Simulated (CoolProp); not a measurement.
Octamethylcyclotetrasiloxane (D4) at several states: density (kg/m³) from the reference equation and from simpler models built on Tc = 313.4 °C, pc = 13.47 bar, ω = 0.598; each cubic takes its own stable root.

Values from CoolProp's reference Helmholtz-energy equation of state, Thol 2015.

```csv
T (°C),p (bar),phase,reference,van der Waals,Redlich-Kwong,Soave-Redlich-Kwong,Peng-Robinson
174.25,37.2,liquid,784.6,487.4,…,…,815.2
102.35,43.5,liquid,…,…,749.1,793.4,891.4
150.55,1.6,liquid,800.0,…,661.6,726.9,821.5
```

**Question.** Complete the blanks.

**Answer.** 
- 174.25, Redlich-Kwong: 677.8
- 174.25, Soave-Redlich-Kwong: 723.9
- 102.35, reference: 871.0
- 102.35, van der Waals: 524.6
- 150.55, van der Waals: 14.67

At some of these states van der Waals gives the other phase, because its saturation line lies elsewhere.
